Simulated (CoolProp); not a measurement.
Vapour-liquid equilibrium of CHF3 (R23) (1) + C2F6 (R116) (2) at 1640 kPa; x and y are mole fractions of (1).

The numbers come from the multi-fluid Helmholtz-energy mixture model, Penoncello 2003 and Lemmon 2006; pair parameters Bell 2016 in CoolProp.

| x | bubble temperature, mixture model (K) | bubble temperature, Raoult's law (K) | y, mixture model | y, Raoult's law |
|---|---|---|---|---|
| 0.05 | 265.5 | 268.1 | 0.100 | 0.066 |
| 0.15 | 260.5 | 266.9 | 0.254 | 0.192 |
| 0.25 | 257.4 | 265.8 | 0.365 | 0.310 |
| 0.35 | 255.3 | 264.6 | 0.449 | 0.420 |
| 0.45 | 254.1 | 263.6 | 0.519 | 0.524 |
| 0.55 | 253.5 | 262.6 | 0.582 | 0.621 |
| 0.65 | 253.3 | 261.6 | 0.644 | 0.714 |
| 0.75 | 253.7 | 260.6 | 0.714 | 0.801 |
| 0.85 | 254.7 | 259.7 | 0.800 | 0.884 |
| 0.95 | 256.8 | 258.8 | 0.920 | 0.962 |

The largest gap from Raoult's law is -9.5 K in bubble temperature, at x = 0.45. y crosses x between x = 0.55 and 0.65: the model has an azeotrope there.

The pair parameters rest on a limited set of measurements; away from them the model extrapolates.
